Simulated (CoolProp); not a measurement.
Vapour-liquid equilibrium of n-butane (1) + cyclohexane (2) at 386 K; x and y are mole fractions of (1).

Model: multi-fluid Helmholtz-energy mixture model, Bücker 2006 and Zhou 2014; pair parameters Bell 2016, in CoolProp.

| x | bubble pressure, mixture model (MPa) | bubble pressure, Raoult's law (MPa) | y, mixture model | y, Raoult's law |
|---|---|---|---|---|
| 0.05 | 0.2996 | 0.3278 | 0.217 | 0.297 |
| 0.15 | 0.4300 | 0.4980 | 0.495 | 0.586 |
| 0.25 | 0.5782 | 0.6683 | 0.656 | 0.728 |
| 0.35 | 0.7389 | 0.8385 | 0.757 | 0.812 |
| 0.45 | 0.9075 | 1.009 | 0.824 | 0.868 |
| 0.55 | 1.080 | 1.179 | 0.872 | 0.907 |
| 0.65 | 1.256 | 1.349 | 0.908 | 0.937 |
| 0.75 | 1.436 | 1.520 | 0.937 | 0.960 |
| 0.85 | 1.624 | 1.690 | 0.962 | 0.978 |
| 0.95 | 1.831 | 1.860 | 0.987 | 0.993 |

The largest gap from Raoult's law is -13.7 % in bubble pressure, at x = 0.15. No azeotrope shows between x = 0.05 and 0.95.

The pair parameters rest on a limited set of measurements; away from them the model extrapolates.
